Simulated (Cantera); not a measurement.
Feed: 1 mol Si₃N₄, 0.035 mol C, 3.3 mol H₂, held at 1902 °C and 0.000190 bar.

These are equilibrium values from Cantera (NASA tables, ideal gas, pure condensed phases), not measurements of a reactor. Candidate condensed phases: C, C₆H₆, C₇H₈, C₈H₁₈, Si, SiC, Si₃N₄; 105 gas species. The tables' values for SiN are old estimates; treat these amounts as uncertain. Gases not in the tables: Si₂H₆ and higher silanes. Equilibrium is a limit: real reactors are often held back by kinetics, nucleation or transport.

Base state: Si 0.320, H₂ 0.270, N₂ 0.219, H 0.184, Si₂C 0.00290, SiH 0.00107, Si₂ 0.00103, HCN 0.000536 (mole fractions); condensed: gas only.

Q: What changes in the equilibrium state with this change: pressure from 0.000190 bar to 0.0100 bar?

A: 
| species | before | after |
|---|---|---|
| H₂ | 0.270 | 0.572 |
| N₂ | 0.219 | 0.357 |
| H | 0.184 | 0.0369 |
| Si | 0.320 | 0.0289 |
| SiH₂ | 1.51e-5 | 0.000151 |
| SiC₂ | 0.000176 | 2.49e-5 |
| CN | 1.24e-5 | 2.73e-6 |
| Si(l), mol | 0 | 2.78 |
| SiC(s), mol | 0 | 0.0184 |
Mutual solubility and eutectic melting of coexisting phases are not modelled.
